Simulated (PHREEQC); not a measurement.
Consider water at 20 °C with 4.1 mmol/kgw NiCl2. Closed to the air; pH follows from the charge balance.

All values are PHREEQC results (ion-association model, wateq4f.dat), not measurements.

Problem. The ionic strength comes out as 0.0122 mol/kgw. What activity coefficients do Cl-, Ni+2, NiCl+ get?

Solution. Cl- 0.89, Ni+2 0.64, NiCl+ 0.90.

Precipitation was switched off in this run.
